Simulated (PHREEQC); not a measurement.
Make-up at 20 °C: 0.093 mmol/kgw Ca(HCO3)2 and 3.3 mmol/kgw Al(NO3)3. Closed to the air; pH follows from the charge balance.

All values are PHREEQC results (ion-association model, phreeqc.dat), not measurements.

No solid was allowed to form.

Task: Order these Al species by the share of Al that they hold, largest first: Al(OH)2+, Al+3, AlOH+2.

Result: Al+3 (93 %), AlOH+2 (6.8 %), Al(OH)2+ (0.39 %)

The pH is 4.23 and the ionic strength 0.0194 mol/kgw. The solution is supersaturated, for example in Gibbsite (slow to form), so a real one may precipitate; this is no full list. Complexes and solids missing from the database can't appear.
